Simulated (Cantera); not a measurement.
Cantera run:

```python
import numpy as np
import cantera as ct

gas_names = [...]  # 110 gases of nasa_gas.yaml made of C, H, O
cond_names = """
    C(gr) C6H6(L) C7H8(L) C8H18(L),n-octa H2O(s) H2O(L)
""".split()


# ... load() reads the species with a 1 bar reference pressure and builds the phases ...
atoms = {
    'C2H5OH': {'C': 2, 'H': 6, 'O': 1},
    'H2O': {'H': 2, 'O': 1},
}
top_T = {'C(gr)': 4500}  # K; cautious upper limits of use, not melting points


# ... equilibrate(T, P, feed) seeds the gas with the atoms and calls Mixture.equilibrate('TP', solver="vcs", rtol=1e-11, max_steps=5000) ...
results = []
feed = {'C2H5OH': 1, 'H2O': 0.4}  # mol
T = 2525  # K
P = 100000  # Pa
mix = equilibrate(T, P, feed)
results.append((T, P, feed, dict(zip(mix.species_names, mix.species_moles))))
x = sorted(zip(gas.X, gas.species_names), reverse=True)
print(f"T = {T:g} K  P = {P:g} Pa  gas = {mix.phase_moles(0):.4g} mol")
print("   x: " + "  ".join(f"{s} {v:.3e}" for v, s in x if v > 0.0001))
print("   condensed (mol): " + ("  ".join(f"{mix.phase(i).name} {mix.phase_moles(i):.4g}"
      for i in range(1, mix.n_phases) if mix.phase_moles(i) > 1e-12) or "none"))
```

Output:

```
T = 2525 K  P = 100000 Pa  gas = 4.856 mol
   x: H2 6.802e-01  CO 2.883e-01  H 2.312e-02  C2H2,acetylene 8.167e-03
   condensed (mol): C(gr) 0.519
```

Method: chemical equilibrium by Gibbs-energy minimisation in Cantera with the NASA 1993 tables (ideal gas, pure condensed phases).
